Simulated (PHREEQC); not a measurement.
Copper plating or etch bath

Dissolve 0.054 mol CuCl2, 0.0012 mol HCl and 0.0061 mol Na2SO4 per kg of water at 25 °C and 500 atm. Closed to the air; pH follows from the charge balance.

Computed with PHREEQC (ion-association model, phreeqc.dat).

```yaml
pH: 3.04
ionic_strength: 0.163 mol/kgw
specific_conductance: 11000 µS/cm
density: 1.026 g/cm³
total_alkalinity: -1.20 meq/kg
```

| species | molality | activity | log γ |
|---|---|---|---|
| Cl- | 0.105 | 0.0771 | -0.133 |
| Cu+2 | 0.0471 | 0.0168 | -0.448 |
| Na+ | 0.0121 | 0.00926 | -0.117 |
| CuCl+ | 0.00433 | 0.00320 | -0.131 |
| SO4-2 | 0.00351 | 0.00114 | -0.490 |
| CuSO4 | 0.00244 | 0.00254 | 0.016 |
| H+ | 0.00112 | 0.000909 | -0.092 |
| CuCl2 | 0.000101 | 0.000105 | 0.016 |
| HSO4- | 7.80e-5 | 5.93e-5 | -0.119 |
| NaSO4- | 6.89e-5 | 5.26e-5 | -0.117 |
| CuOH+ | 2.29e-7 | 1.69e-7 | -0.131 |
| CuCl3- | 1.07e-7 | 7.93e-8 | -0.131 |

This is a speciation only: nothing precipitates in the calculation. Under pressure, the constants of complexes without a molar volume in the database are unreliable.
